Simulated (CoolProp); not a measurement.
Vapour-liquid equilibrium of R1234yf (1) + isobutane (2) at 224.8 K; x and y are mole fractions of (1).

Computed with CoolProp (multi-fluid Helmholtz-energy mixture model, Lemmon 2022 and Bücker 2006; pair parameters Bell 2016).

```json
[
 {"x": "0.05", "bubble pressure (MPa)": "0.02515", "y at the bubble point": "0.298", "dew pressure at overall composition x (MPa)": "0.01929", "liquid density (mol/L)": "10.89"},
 {"x": "0.15", "bubble pressure (MPa)": "0.03319", "y at the bubble point": "0.506", "dew pressure at overall composition x (MPa)": "0.02131", "liquid density (mol/L)": "10.91"},
 {"x": "0.25", "bubble pressure (MPa)": "0.03725", "y at the bubble point": "0.586", "dew pressure at overall composition x (MPa)": "0.02376", "liquid density (mol/L)": "10.94"},
 {"x": "0.35", "bubble pressure (MPa)": "0.03944", "y at the bubble point": "0.628", "dew pressure at overall composition x (MPa)": "0.02681", "liquid density (mol/L)": "10.98"},
 {"x": "0.45", "bubble pressure (MPa)": "0.04078", "y at the bubble point": "0.659", "dew pressure at overall composition x (MPa)": "0.03064", "liquid density (mol/L)": "11.03"},
 {"x": "0.55", "bubble pressure (MPa)": "0.04173", "y at the bubble point": "0.688", "dew pressure at overall composition x (MPa)": "0.03539", "liquid density (mol/L)": "11.09"},
 {"x": "0.65", "bubble pressure (MPa)": "0.04244", "y at the bubble point": "0.721", "dew pressure at overall composition x (MPa)": "0.04042", "liquid density (mol/L)": "11.17"},
 {"x": "0.75", "bubble pressure (MPa)": "0.04285", "y at the bubble point": "0.766", "dew pressure at overall composition x (MPa)": "0.04276", "liquid density (mol/L)": "11.25"},
 {"x": "0.85", "bubble pressure (MPa)": "0.04274", "y at the bubble point": "0.830", "dew pressure at overall composition x (MPa)": "0.04260", "liquid density (mol/L)": "11.35"},
 {"x": "0.95", "bubble pressure (MPa)": "0.04171", "y at the bubble point": "0.929", "dew pressure at overall composition x (MPa)": "0.04143", "liquid density (mol/L)": "11.47"}
]
```

y crosses x between x = 0.75 and 0.85: the model has an azeotrope there.

Pair parameters are fitted to limited data, so mixtures are less certain than the pure fluids. With so large a gap from Raoult's law the liquid may split in two, which this calculation doesn't test in full.
